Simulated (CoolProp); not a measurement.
Vapour-liquid equilibrium of ethanol (1) + toluene (2) at 7.79 bar; x and y are mole fractions of (1).

Values from CoolProp's multi-fluid Helmholtz-energy mixture model, Schroeder 2014 and Lemmon 2006; pair parameters Bell 2016.

Give the bubble temperature and the first vapour's composition at x = 0.5, 0.65, 0.95. Is there an azeotrope?

x = 0.5: 420.4 K, y = 0.740; x = 0.65: 417.8 K, y = 0.791; x = 0.95: 414.5 K, y = 0.957. No azeotrope shows between x = 0.05 and 0.95.

Pair parameters are fitted to limited data, so mixtures are less certain than the pure fluids.
